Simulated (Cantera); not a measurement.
Stirred combustor or abatement burner

A perfectly stirred reactor is fed with 14.0 % CH₃OH, 17.5 % O₂, 65.7 % N₂, 2.80 % H₂O, at 0.370 bar; it is adiabatic with a 650 K inlet, and is followed from long to short residence time, starting on the burning branch (τ in s: 0.027, 0.015, 0.0083, 0.0046, 0.0025, 0.0014, 0.00076, 0.00042, 0.00023, 0.00013, 6.9e-05, 3.8e-05, 2.1e-05).

Computed with Cantera and GRI-Mech 3.0 (53 species, 325 reactions). GRI-Mech 3.0 was tuned for natural gas; its chemistry of methanol as a main component is partial and can be far from experiment.

```
τ (s)    T (K)   x CH₃OH     x O₂      x H      x NO    x HO₂   x H₂O
-------  -----  --------  -------  -------  --------  -------  ------
0.027     2205   3.00e-6  0.00492  0.00644  0.000384  7.89e-7   0.240
0.015     2170   4.62e-6  0.00619  0.00797  0.000259  1.02e-6   0.237
0.0083    2131   7.23e-6  0.00758  0.00979  0.000172  1.32e-6   0.233
0.0046    2091   1.15e-5  0.00901   0.0118  0.000116  1.71e-6   0.230
0.0025    2052   1.92e-5   0.0105   0.0138   8.11e-5  2.27e-6   0.226
0.0014    2017   3.22e-5   0.0118   0.0155   6.03e-5  3.04e-6   0.224
0.00076   1986   5.75e-5   0.0134   0.0168   4.58e-5  4.40e-6   0.221
0.00042   1957  0.000105   0.0153   0.0173   3.58e-5  7.05e-6   0.220
0.00023   1924  0.000207   0.0185   0.0167   2.70e-5  1.37e-5   0.219
0.00013   1875  0.000458   0.0247   0.0142   1.74e-5  3.60e-5   0.218
6.9e-5     650     0.140    0.175   <1e-12    <1e-12   <1e-12  0.0280
3.8e-5     650     0.140    0.175   <1e-12    <1e-12   <1e-12  0.0280
2.1e-5     650     0.140    0.175   <1e-12    <1e-12   <1e-12  0.0280
```
x: mole fraction; the columns are a selection and need not sum to one.
